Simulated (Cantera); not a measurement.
An adiabatic, constant-volume homogeneous reactor starts with 14.4 % CO, 0.933 % H2, 17.8 % O2, 66.9 % N2, equivalence ratio 0.43, at 1450 K and 500000 Pa.

Computed with Cantera and GRI-Mech 3.0 (53 species, 325 reactions). The hydrogen kinetics of GRI-Mech 3.0 are dated; newer H2 mechanisms differ, most at raised pressure.

x: mole fraction; the columns are a selection and need not sum to one.

```
t (s)     T (K)  P (bar)    x CO      x H2   x O2     x N2O     x NO2     x CO2
--------  -----  -------  ------  --------  -----  --------  --------  --------
1.00e-6    1450     5.00   0.144   0.00933  0.178  1.65e-12    <1e-12   2.20e-7
3.05e-6    1450     5.00   0.144   0.00933  0.178  2.96e-11    <1e-12   2.17e-6
9.30e-6    1456     5.02   0.143   0.00839  0.177   1.35e-8  8.62e-12  0.000873
2.83e-5    2053     6.86  0.0699  0.000378  0.130   4.12e-6   1.47e-7    0.0781
8.64e-5    2628     8.49       …         …  0.114   3.87e-6         …     0.133
0.000263   2691     8.65  0.0137  0.000116  0.111   3.05e-6   6.84e-6     0.140
0.000803   2678     8.61  0.0131  0.000113  0.107   3.03e-6   1.75e-5     0.141
0.00245    2665     8.56  0.0126  0.000110  0.104   3.07e-6   2.86e-5     0.141
0.00747    2662     8.55  0.0125  0.000109  0.103   3.09e-6   3.10e-5     0.142
0.0228     2662     8.55  0.0125  0.000109  0.103   3.09e-6   3.10e-5     0.142
0.0694     2662     8.55  0.0125  0.000109  0.103   3.09e-6   3.10e-5     0.142
0.212      2662     8.55  0.0125  0.000109  0.103   3.09e-6   3.10e-5     0.142
0.645      2662     8.55  0.0125  0.000109  0.103   3.09e-6   3.10e-5     0.142
1.97       2662     8.55  0.0125  0.000109  0.103   3.09e-6   3.10e-5     0.142
6.00       2662     8.55  0.0125  0.000109  0.103   3.09e-6   3.10e-5     0.142
```

Question: Some entries are withheld; supply them.

Answer: 
- 8.64e-5, x CO: 0.0200
- 8.64e-5, x H2: 0.000161
- 8.64e-5, x NO2: 2.42e-6
